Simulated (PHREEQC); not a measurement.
Make-up at 25 °C: 0.0019 mol/kgw HCl, 0.0015 mol/kgw NaCl and 4.9e-05 mol/kgw KCl. Closed to the air; pH follows from the charge balance.

The numbers come from PHREEQC with the ion-association model, phreeqc.dat.

Each row changes one thing in this solution. This is a speciation only: nothing precipitates in the calculation.

```csv
case,pH,SI of Halite (NaCl)
as made,2.75,-6.91
diluted 10-fold with water,3.73,…
NaCl from 0.0015 to 0.00165 mol/kgw,2.75,…
KCl from 4.9e-05 to 9.8e-05 mol/kgw,2.75,-6.91
HCl from 0.0019 to 0.0038 mol/kgw,…,-6.73
HCl left out,7.00,-7.24
KCl left out,2.75,-6.92
temperature from 25 to 70 °C,2.75,-6.95
```

**Question.** What belongs in the gaps?

**Answer.** 
- diluted 10-fold with water, SI of Halite (NaCl): -8.87
- NaCl from 0.0015 to 0.00165 mol/kgw, SI of Halite (NaCl): -6.85
- HCl from 0.0019 to 0.0038 mol/kgw, pH: 2.45

At this temperature some constants are extrapolated from 25 °C, and those without enthalpy data are left unchanged.
